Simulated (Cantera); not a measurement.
Ammonia decomposition in nitride growth gas

An isothermal, constant-pressure homogeneous reactor starts with NH3 : N2 = 1 : 2.5 (molar parts), at 1325 K and 750 Torr.

Detailed kinetics in Cantera: the gas-phase N/H chemistry of the illustrative SiF4/NH3 mechanism in the Surface Chemkin manual (1991). Walls and surfaces, which speed up NH3 decomposition in real reactors, are not modelled.

```json
[
 {"t (s)": "0.000800", "x NH3": "0.286", "x NH": "<1e-12", "x H": "4.12e-11", "x NH2": "6.61e-8", "x N": "<1e-12"},
 {"t (s)": "0.00225", "x NH3": "0.286", "x NH": "8.48e-12", "x H": "4.15e-11", "x NH2": "1.86e-7", "x N": "<1e-12"},
 {"t (s)": "0.00635", "x NH3": "0.286", "x NH": "7.45e-11", "x H": "4.40e-11", "x NH2": "5.23e-7", "x N": "<1e-12"},
 {"t (s)": "0.0179", "x NH3": "0.286", "x NH": "5.46e-10", "x H": "6.50e-11", "x NH2": "1.46e-6", "x N": "<1e-12"},
 {"t (s)": "0.0504", "x NH3": "0.286", "x NH": "2.93e-9", "x H": "2.31e-10", "x NH2": "3.77e-6", "x N": "<1e-12"},
 {"t (s)": "0.142", "x NH3": "0.286", "x NH": "5.60e-9", "x H": "8.55e-10", "x NH2": "5.60e-6", "x N": "1.18e-12"},
 {"t (s)": "0.400", "x NH3": "0.286", "x NH": "5.76e-9", "x H": "2.30e-9", "x NH2": "5.64e-6", "x N": "3.19e-12"},
 {"t (s)": "1.13", "x NH3": "0.285", "x NH": "5.92e-9", "x H": "6.26e-9", "x NH2": "5.60e-6", "x N": "8.71e-12"},
 {"t (s)": "3.17", "x NH3": "0.284", "x NH": "6.25e-9", "x H": "1.69e-8", "x NH2": "5.49e-6", "x N": "2.30e-11"},
 {"t (s)": "8.94", "x NH3": "0.282", "x NH": "6.57e-9", "x H": "4.37e-8", "x NH2": "5.23e-6", "x N": "5.20e-11"},
 {"t (s)": "25.2", "x NH3": "0.276", "x NH": "6.24e-9", "x H": "1.01e-7", "x NH2": "4.72e-6", "x N": "8.09e-11"},
 {"t (s)": "71.0", "x NH3": "0.264", "x NH": "4.89e-9", "x H": "1.98e-7", "x NH2": "3.92e-6", "x N": "7.57e-11"},
 {"t (s)": "200", "x NH3": "0.244", "x NH": "3.21e-9", "x H": "3.21e-7", "x NH2": "3.00e-6", "x N": "4.75e-11"}
]
```
x: mole fraction; the columns are a selection and need not sum to one.

Equilibrium at this temperature and pressure: NH3 1.74e-5, NH <1e-12, H 9.50e-7, NH2 9.22e-11, N <1e-12 (gas phase only).
